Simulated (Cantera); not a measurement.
A perfectly stirred reactor is fed with 80.0 % NH₃, 20.0 % H₂, at 338 Torr; it is held at 1823 K, and followed from long to short residence time.

Cantera simulation using the gas-phase N/H chemistry of the illustrative SiF4/NH3 mechanism in the Surface Chemkin manual (1991); the numbers are that mechanism's predictions, not measurements. Walls and surfaces, which speed up NH3 decomposition in real reactors, are not modelled.

x: mole fraction; the columns are a selection and need not sum to one.

```tsv
τ (s)	x NH₃	x H₂	x N₂	x H	x N₂H₄
0.93	0.282	0.574	0.144	0.000158	4.48e-8
0.58	0.366	0.513	0.120	0.000130	6.35e-8
0.36	0.456	0.448	0.0955	0.000105	8.50e-8
0.22	0.544	0.384	0.0708	8.51e-5	1.07e-7
0.14	…	…	…	…	…
0.085	0.675	0.290	0.0344	5.96e-5	1.43e-7
0.053	0.717	0.259	0.0228	5.23e-5	1.54e-7
0.033	0.746	0.238	0.0147	4.73e-5	1.62e-7
0.020	0.767	0.224	0.00910	4.39e-5	1.67e-7
0.013	0.778	0.216	…	4.19e-5	1.68e-7
0.0078	0.787	0.209	0.00351	4.01e-5	1.67e-7
```

**Question.** Some entries are withheld; supply them.

**Answer.** 
- 0.14, x NH₃: 0.615
- 0.14, x H₂: 0.334
- 0.14, x N₂: 0.0514
- 0.14, x H: 7.09e-5
- 0.14, x N₂H₄: 1.26e-7
- 0.013, x N₂: 0.00593
